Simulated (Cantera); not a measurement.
An isothermal, constant-pressure homogeneous reactor starts with H2 : O2 = 0.0091 : 1 (molar parts), equivalence ratio 0.0046, at 1423 K and 0.0132 atm.

Model: the H2/O2 subset of GRI-Mech 3.0, which has no nitrogen chemistry, integrated in Cantera. Radical loss at walls, strong at low pressure, is not modelled.

One state of this run: x H2 = 3.01e-5; x O2 = 0.983; x H2O = 0.00828; x OH = 0.00122; x H2O2 = 7.83e-9. x: mole fraction; the columns are a selection and need not sum to one.

Which value of t (s) does it belong to?
(A) 1.95
(B) 26.9
(C) 0.0381
(D) 100

C, 0.0381
